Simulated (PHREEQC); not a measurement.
A PHREEQC input (ion-association model, phreeqc.dat):

```
SOLUTION 1
  temp 20
  units mol/kgw
  pH 6.74
  pe 12
  Na 1.34
  K 0.0332
  Ca 0.673
  Mg 1.98
  Cl 1.88
  S(6) 3.16 as SO4
  Alkalinity 8.69 as HCO3
  O(0) 0.00152
  Si 0.0313 as SiO2
  Cu(2) 0.00968
END
USE solution 1
EQUILIBRIUM_PHASES 1
  Gypsum 0 0
  CO2(g) -2 10
END
```

The run finishes without an error or a warning.

Its last state differs from that of the intended input:

| quantity | as run | intended |
|---|---|---|
| pH | 9.77 | 5.94 |
| ionic strength (mol/kgw) | 9.82 | 0.000389 |
| CO2 (mol/kgw) | 4.08e-5 | 0.000392 |
| HCO3- (mol/kgw) | 1.38 | 0.000143 |
| MgSO4 (mol/kgw) | 0.0699 | 4.51e-7 |
| Cu+2 (mol/kgw) | 4.22e-7 | 1.36e-7 |
| SI of Quartz (SiO2) | +2.50 | -2.23 |

**Question.** One thing in the input isn't as intended. What explains the difference?

**Answer.** Several could match; the one computed here: The fault: the units line changed with the numbers kept. The line should read `units mg/kgw` where the input has `units mol/kgw`.
